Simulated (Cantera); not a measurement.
## Pyrogenic steam for wet oxidation

An isothermal, constant-pressure homogeneous reactor starts with 32.7 % H2, 40.8 % O2, 26.5 % N2, equivalence ratio 0.40, at 848 K and 0.405 atm.

Computed with Cantera and the H2/O2 subset of GRI-Mech 3.0, which has no nitrogen chemistry. Below about 950 K walls govern HO2 and H2O2 in real vessels. The temperature is held fixed by assumption; the heat of reaction is taken as removed at once.

```csv
t (s),x H2,x O2,x O,x OH,x H2O,x H,x HO2
2.00e-5,0.327,0.408,<1e-12,<1e-12,1.60e-12,3.48e-12,9.34e-12
0.000138,0.327,0.408,1.64e-12,<1e-12,4.60e-11,8.61e-12,1.16e-10
0.000946,0.327,0.408,1.79e-12,<1e-12,4.57e-10,9.35e-12,9.98e-10
0.00650,0.327,0.408,2.25e-12,<1e-12,3.70e-9,1.17e-11,7.48e-9
0.0447,0.327,0.408,7.45e-12,1.55e-12,5.38e-8,3.88e-11,7.93e-8
0.308,0.327,0.408,3.83e-10,9.51e-11,1.27e-5,2.00e-9,3.78e-6
2.11,0.319,0.405,1.69e-8,7.78e-9,0.00810,9.04e-8,3.01e-5
14.5,0.184,0.357,1.08e-8,1.16e-8,0.168,4.05e-8,3.09e-5
100,0.000695,0.293,8.22e-10,7.02e-9,0.389,6.87e-11,1.54e-6
```
x: mole fraction; the columns are a selection and need not sum to one.

Equilibrium at this temperature and pressure: H2 <1e-12, O2 0.293, O <1e-12, OH 9.34e-9, H2O 0.390, H <1e-12, HO2 1.07e-10 (gas phase only).
